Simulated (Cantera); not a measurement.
A Cantera script and what it prints.

```python
import numpy as np
import cantera as ct

gas_names = """
    Electron N N+ N- NO NO+ NO2 NO2- NO3 NO3- N2 N2+ N2- N2O N2O+ O O+ O- O2 O2+ O2- O3 Si Si+ SiN SiO
    SiO2 Si2 Si2N Si3
""".split()
cond_names = """
    Si(cr) Si(L) SiO2(Lqz) SiO2(hqz) SiO2(L) Si2N2O(s) Si3N4(a)
""".split()


# ... load() reads the species with a 1 bar reference pressure and builds the phases ...
atoms = {
    'SiO2': {'Si': 1, 'O': 2},
    'N2': {'N': 2},
}
top_T = {'Si2N2O(s)': 2100, 'Si3N4(a)': 2400}  # K; cautious upper limits of use, not melting points


# ... equilibrate(T, P, feed) seeds the gas with the atoms and calls Mixture.equilibrate('TP', solver="vcs", rtol=1e-11, max_steps=5000) ...
results = []
feed = {'SiO2': 1, 'N2': 0.051}  # mol
P = 1333.22  # Pa
for T in [2000, 2500, 3000, 3500, 4000, 4500, 5000]:
    mix = equilibrate(T, P, feed)
    results.append((T, P, feed, dict(zip(mix.species_names, mix.species_moles))))

top = {s: max(r[3][s] / sum(r[3][g] for g in gas_names) for r in results) for s in gas_names}
cols = sorted((s for s in top if top[s] > 0.001), key=lambda s: -top[s])[:8]
seen = [c for c in cond_names if any(r[3].get(c, 0) > 1e-12 for r in results)]
print("log10 of partial pressures in bar; condensed amounts in mol")
print(f"{'T/K':>10s}" + "".join(f"{s[:9]:>10s}" for s in cols + seen))
for T, P, feed, n in results:
    ng = sum(n[g] for g in gas_names)
    print(f"{T:10.4g}" + "".join(f"{np.log10(max(n[s] / ng * P / 1e5, 1e-99)):10.3f}" for s in cols)
          + "".join(f"{n.get(c, 0):10.4g}" for c in seen))
```

Output:

```
log10 of partial pressures in bar; condensed amounts in mol
       T/K        N2         O       SiO        Si        O2         N      SiO2        NO   SiO2(L)
      2000    -1.876    -5.920    -4.937   -13.253    -5.491    -9.983    -6.593    -5.409         1
      2500    -2.243    -3.198    -2.333    -9.127    -2.719    -7.655    -3.627    -3.728    0.9572
      3000    -3.483    -2.370    -2.144    -6.926    -2.849    -6.597    -4.177    -4.096         0
      3500    -3.506    -2.206    -2.182    -5.092    -3.797    -5.407    -5.167    -4.357         0
      4000    -3.524    -2.182    -2.212    -3.613    -4.710    -4.513    -6.007    -4.654         0
      4500    -3.680    -2.128    -2.453    -2.712    -5.348    -3.886    -6.840    -4.922         0
      5000    -4.095    -2.082    -3.097    -2.441    -5.855    -3.527    -7.955    -5.280         0
```

Equilibrium computed with Cantera from the NASA thermochemical tables; the gas is ideal and each condensed phase is pure. The tables' values for SiO2, SiN are old estimates; treat these amounts as uncertain. The tables hold silica as quartz up to 1696 K and as liquid above; real silica turns to tridymite and cristobalite and melts near 1996 K.
